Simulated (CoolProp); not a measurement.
Vapour pressure (MPa) of cyclopropane: the reference equation beside estimates from Tc = 398.7 K, pc = 5.605 MPa, ω = 0.131. Clausius-Clapeyron is anchored at 292.3 K with a constant enthalpy of vaporisation of 17.32 kJ/mol.

The numbers come from the reference Helmholtz-energy equation of state, Polt 1992 in CoolProp. This equation is an older, rougher fit; its heat capacities, sound speeds and derivatives of the liquid may be far off and weren't checked against measurements.

| T (K) | reference | Lee-Kesler | Clausius-Clapeyron | van der Waals | Redlich-Kwong | Soave-Redlich-Kwong |
|---|---|---|---|---|---|---|
| 288.4 | 0.5516 | 0.5500 | 0.5600 | 1.326 | 0.6427 | 0.5503 |
| 292.3 | 0.6167 | 0.6152 | 0.6167 | 1.417 | 0.7157 | 0.6159 |
| 296.1 | 0.6853 | 0.6840 | 0.6757 | 1.510 | 0.7923 | 0.6852 |
| 300 | 0.7614 | 0.7603 | 0.7404 | 1.609 | 0.8768 | 0.7621 |
| 303.8 | 0.8414 | 0.8405 | 0.8076 | 1.709 | 0.9649 | 0.8431 |
| 307.7 | 0.9297 | 0.9290 | 0.8809 | 1.816 | 1.062 | 0.9327 |
| 311.5 | 1.022 | 1.022 | 0.9568 | 1.924 | 1.162 | 1.026 |
| 315.4 | 1.124 | 1.123 | 1.039 | 2.040 | 1.272 | 1.130 |
| 319.2 | 1.230 | 1.229 | 1.124 | 2.157 | 1.386 | 1.237 |
| 323.1 | 1.346 | 1.345 | 1.216 | 2.281 | 1.510 | 1.356 |
| 326.9 | 1.467 | 1.466 | 1.311 | 2.406 | 1.638 | 1.478 |
| 330.8 | 1.599 | 1.598 | 1.413 | 2.538 | 1.777 | 1.613 |

Absolute difference from the reference over all 12 rows, mean and median: Lee-Kesler 0.1 and 0.1 %, Clausius-Clapeyron 5.8 and 5.8 %, van der Waals 94.8 and 91.8 %, Redlich-Kwong 13.9 and 14.0 %, Soave-Redlich-Kwong 0.4 and 0.4 %.
